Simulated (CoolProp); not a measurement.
Properties of R245fa along the isobar 18.3 MPa.

Model: reference Helmholtz-energy equation of state, Akasaka 2015, in CoolProp.

| T (K) | phase | cp (kJ/(kg K)) | expansivity (1/kK) | conductivity (mW/(m K)) |
|---|---|---|---|---|
| 290.7 | liquid | 1.262 | 1.585 | 101 |
| 301.8 | liquid | 1.281 | 1.634 | 98.5 |
| 312.9 | liquid | 1.301 | 1.689 | 95.8 |
| 324 | liquid | 1.320 | 1.750 | 93.2 |
| 335.1 | liquid | 1.340 | 1.817 | 90.6 |
| 346.2 | liquid | 1.360 | 1.892 | 88.2 |
| 357.3 | liquid | 1.380 | 1.973 | 85.8 |
| 368.4 | liquid | 1.401 | 2.062 | 83.5 |

Thermal conductivity comes from a separate model (Huber 2003), an estimate that may be off by 10 % or more.
